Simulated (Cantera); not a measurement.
What does this Cantera script print?

```python
import numpy as np
import cantera as ct

gas = ct.Solution("gri30.yaml")
gas.TPX = 1523, 100000, {'C2H4': 1, 'O2': 2.5, 'N2': 9.25, 'H2O': 0.89}
reactor = ct.IdealGasConstPressureReactor(gas, energy="on", clone=False)
net = ct.ReactorNet([reactor])
net.rtol, net.atol = 1e-08, 1e-16
show = ['C2H4', 'O2', 'H2O', 'CO', 'NO', 'OH', 'H2O2']
times = np.geomspace(2e-06, 2, 14)

steps = ct.SolutionArray(gas, extra=["t"])
rows = []
print(f"{'t/s':>10s}{'T/K':>9s}{'P/Pa':>11s}" + "".join(f"{s:>11s}" for s in show))
for t in times:
    while net.time < t:
        t_next = net.step()
        steps.append(gas.state, t=t_next)
    rows.append([np.interp(t, steps.t, y) for y in (steps.T, steps.P, *steps(*show).X.T)])
    print(f"{t:10.3e}{rows[-1][0]:9.1f}{rows[-1][1]:11.4g}" + "".join(f"{x:11.3e}" for x in rows[-1][2:]))
rate = np.gradient(steps.T, steps.t)
print("integrator steps:", len(steps.t))
if steps.T.max() > steps.T[0] + 200:
    print(f"time of steepest temperature rise: {steps.t[rate.argmax()]:.4e} s")
gas.TPX = 1523, 100000, {'C2H4': 1, 'O2': 2.5, 'N2': 9.25, 'H2O': 0.89}
gas.equilibrate("HP")
print(f"equilibrium (HP): T = {gas.T:.1f} K  " + "  ".join(f"{s} {gas[s].X[0]:.3e}" for s in show))
```

Result:

```
       t/s      T/K       P/Pa       C2H4         O2        H2O         CO         NO         OH       H2O2
 2.000e-06   1523.0      1e+05  7.331e-02  1.833e-01  6.525e-02  1.975e-08  4.357e-17  6.056e-09  3.534e-11
 5.789e-06   1523.0      1e+05  7.330e-02  1.833e-01  6.525e-02  4.760e-07  1.197e-15  7.004e-08  1.101e-09
 1.675e-05   1524.3      1e+05  7.240e-02  1.823e-01  6.540e-02  3.713e-04  4.301e-12  6.077e-05  4.057e-06
 4.849e-05   2544.9      1e+05  4.606e-23  2.019e-02  1.321e-01  8.319e-02  1.065e-04  2.366e-02  1.388e-07
 1.403e-04   2692.9      1e+05  9.623e-23  1.682e-02  1.418e-01  8.065e-02  4.902e-04  2.277e-02  1.626e-07
 4.062e-04   2796.6      1e+05  2.290e-22  1.382e-02  1.493e-01  7.823e-02  1.876e-03  2.112e-02  2.147e-07
 1.176e-03   2800.6      1e+05  2.696e-22  1.269e-02  1.500e-01  7.833e-02  4.959e-03  2.034e-02  2.122e-07
 3.403e-03   2796.0      1e+05  2.871e-22  1.196e-02  1.500e-01  7.866e-02  7.529e-03  1.981e-02  2.045e-07
 9.848e-03   2795.6      1e+05  2.888e-22  1.190e-02  1.500e-01  7.869e-02  7.777e-03  1.976e-02  2.038e-07
 2.850e-02   2795.6      1e+05  2.889e-22  1.190e-02  1.500e-01  7.869e-02  7.778e-03  1.976e-02  2.038e-07
 8.249e-02   2795.6      1e+05  2.889e-22  1.190e-02  1.500e-01  7.869e-02  7.778e-03  1.976e-02  2.038e-07
 2.388e-01   2795.6      1e+05  2.889e-22  1.190e-02  1.500e-01  7.869e-02  7.778e-03  1.976e-02  2.038e-07
 6.910e-01   2795.6      1e+05  2.889e-22  1.190e-02  1.500e-01  7.869e-02  7.778e-03  1.976e-02  2.038e-07
 2.000e+00   2795.6      1e+05  2.889e-22  1.190e-02  1.500e-01  7.869e-02  7.778e-03  1.976e-02  2.038e-07
integrator steps: 1523
time of steepest temperature rise: 2.8714e-05 s
equilibrium (HP): T = 2795.6 K  C2H4 3.127e-22  O2 1.190e-02  H2O 1.500e-01  CO 7.869e-02  NO 7.778e-03  OH 1.976e-02  H2O2 2.038e-07
```

Cantera simulation using GRI-Mech 3.0 (53 species, 325 reactions); the numbers are that mechanism's predictions, not measurements. GRI-Mech 3.0 was tuned for natural gas; its chemistry of ethylene as a main component is partial and can be far from experiment.
